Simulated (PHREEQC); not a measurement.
Consider water at 84 °C with 0.2 mol K2CO3, 2.6e-05 mol K2SO4 and 0.0128 mol H3BO3 per kg of water. Closed to the air; pH follows from the charge balance.

Equilibrium calculation in PHREEQC: ion-association model, phreeqc.dat.

**Question.** The ionic strength comes out as 0.574 mol/kgw. What activity coefficients do CO3-2, HCO3-, OH-, SO4-2, KSO4- get?

**Answer.** CO3-2 0.19, HCO3- 0.66, OH- 0.59, SO4-2 0.16, KSO4- 0.66.

Precipitation was switched off in this run. Complexes and solids missing from the database can't appear. At this temperature some constants are extrapolated from 25 °C, and those without enthalpy data are left unchanged.
